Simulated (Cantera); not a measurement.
Charge: 1 mol BF3, 0.066 mol H2O, 4.8 mol N2, at 0.000300 bar.

Method: chemical equilibrium by Gibbs-energy minimisation in Cantera with the NASA 1993 tables (ideal gas, pure condensed phases). Candidate condensed phases: B, BN, B2O3, B3O3H3, H2O; 62 gas species. The tables' values for BF2 are old estimates; treat these amounts as uncertain. Rates play no part.

x: gas mole fraction; nothing condenses.

| T (°C) | x N2 | x BF3 | x HF | x BOF | x B3O3F3 |
|---|---|---|---|---|---|
| 552 | 0.815 | 0.160 | 0.0204 | 3.09e-5 | 0.00338 |
| 652 | 0.815 | 0.159 | 0.0214 | 0.000568 | 0.00337 |
| 752 | 0.813 | 0.158 | 0.0218 | 0.00493 | (withheld) |
| 852 | 0.809 | 0.158 | 0.0222 | 0.0109 | (withheld) |
| 952 | 0.809 | 0.157 | 0.0222 | 0.0111 | (withheld) |
| 1052 | 0.809 | 0.157 | 0.0222 | 0.0111 | (withheld) |
| 1152 | 0.809 | 0.157 | 0.0223 | 0.0111 | (withheld) |
| 1252 | 0.809 | 0.157 | 0.0223 | 0.0111 | (withheld) |
| 1352 | 0.809 | 0.157 | 0.0223 | 0.0111 | (withheld) |

Q: Some entries are withheld; supply them.

A: 
- 752, x B3O3F3: 0.00199
- 852, x B3O3F3: 6.84e-5
- 952, x B3O3F3: 6.10e-7
- 1052, x B3O3F3: 1.06e-8
- 1152, x B3O3F3: 3.31e-10
- 1252, x B3O3F3: 1.64e-11
- 1352, x B3O3F3: 1.19e-12
